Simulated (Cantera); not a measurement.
A perfectly stirred reactor is fed with NH3 : H2 = 1 : 7.1 (molar parts), at 248 Torr; it is held at 2025 K, and followed from long to short residence time.

Model: the gas-phase N/H chemistry of the illustrative SiF4/NH3 mechanism in the Surface Chemkin manual (1991), integrated in Cantera. Walls and surfaces, which speed up NH3 decomposition in real reactors, are not modelled.

Q: What does this change do: pressure from 248 Torr to 100.0 Torr?

A: 
```json
[
 {"quantity": "x(NH3) at τ = 5.50 s", "before": "0.00282", "after": "0.00323"},
 {"quantity": "x(H2) at τ = 5.50 s", "before": "0.941", "after": "0.940"},
 {"quantity": "x(H) at τ = 5.50 s", "before": "0.00288", "after": "0.00349"},
 {"quantity": "x(N2H2) at τ = 5.50 s", "before": "6.63e-9", "after": "1.45e-8"},
 {"quantity": "x(N) at τ = 5.50 s", "before": "7.42e-7", "after": "1.51e-6"},
 {"quantity": "x(NH3) at τ = 0.160 s", "before": "0.0486", "after": "0.0730"},
 {"quantity": "x(H2) at τ = 0.160 s", "before": "0.917", "after": "0.903"},
 {"quantity": "x(H) at τ = 0.160 s", "before": "0.00121", "after": "0.00107"},
 {"quantity": "x(N2H2) at τ = 0.160 s", "before": "2.06e-7", "after": "3.57e-7"},
 {"quantity": "x(N) at τ = 0.160 s", "before": "9.88e-7", "after": "1.08e-6"}
]
```
